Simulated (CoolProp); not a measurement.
Dodecamethylpentasiloxane (MD3M) along the isobar 0.101 MPa: Z from the reference equation and from simpler models built on Tc = 628.0 K, pc = 0.9540 MPa, ω = 0.730; each cubic takes its own stable root.

Model: reference Helmholtz-energy equation of state, Thol 2019, in CoolProp.

```tsv
T (K)	phase	reference
519.5	gas	0.9076
528.7	gas	0.9148
537.8	gas	0.9212
546.9	gas	0.9270
556.1	gas	0.9322
565.2	gas	0.9369
574.3	gas	0.9413
583.5	gas	0.9452
592.6	gas	0.9488
601.7	gas	0.9521
610.9	gas	0.9552
620	gas	0.9580
```

Task: How far does each simpler model (Pitzer virial, van der Waals, Redlich-Kwong, Soave-Redlich-Kwong, Peng-Robinson) lie from the reference over these 12 states: mean and median of the absolute difference, and the worst?

Result: 
- Pitzer virial: mean 0.4 %, median 0.3 %, worst +0.8 % at 519.5 K and 0.101 MPa
- van der Waals: mean 2.3 %, median 2.1 %, worst +4.5 % at 519.5 K and 0.101 MPa
- Redlich-Kwong: mean 1.4 %, median 1.2 %, worst +3.0 % at 519.5 K and 0.101 MPa
- Soave-Redlich-Kwong: mean 0.7 %, median 0.6 %, worst +1.4 % at 519.5 K and 0.101 MPa
- Peng-Robinson: mean 0.3 %, median 0.1 %, worst +0.9 % at 519.5 K and 0.101 MPa
